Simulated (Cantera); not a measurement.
A jet of H2 : O2 : N2 = 0.032 : 0.08 : 0.79 (molar parts) at 300 K and 0.0680 bar hits a platinum plate 3 cm away at a mass flux of 0.14 kg/m²/s; the plate temperature is set and raised in steps from an oxygen-covered start.

Model: Deutschmann's 1995 Pt surface mechanism with GRI-Mech 3.0 gas chemistry, integrated in Cantera. Catalytic surfaces can have several steady states; this one follows from the mechanism file's or the stated starting coverage.

x: mole fraction at the wall; θ: surface coverage.

```
plate T (K)  wall x H2  wall x O2  wall x H2O  wall x OH  θ free Pt   θ O*    θ OH*
-----------  ---------  ---------  ----------  ---------  ---------  -----  -------
700            0.00402     0.0547      0.0609      <1e-8      0.134  0.861  0.00434
750            0.00388     0.0547      0.0608      <1e-8      0.145  0.851  0.00326
800            0.00348     0.0544      0.0612      <1e-8      0.170  0.827  0.00262
850            0.00292     0.0539      0.0619          …      0.213  0.784  0.00223
900            0.00241     0.0534      0.0626          …      0.270  0.728  0.00194
950            0.00203     0.0531      0.0630          …      0.335  0.663  0.00169
1000           0.00175     0.0529      0.0633          …      0.404  0.595  0.00146
```

Question: Complete the blanks.

Answer: 
- 850, wall x OH: 1.56e-8
- 900, wall x OH: 5.05e-8
- 950, wall x OH: 1.42e-7
- 1000, wall x OH: 3.55e-7
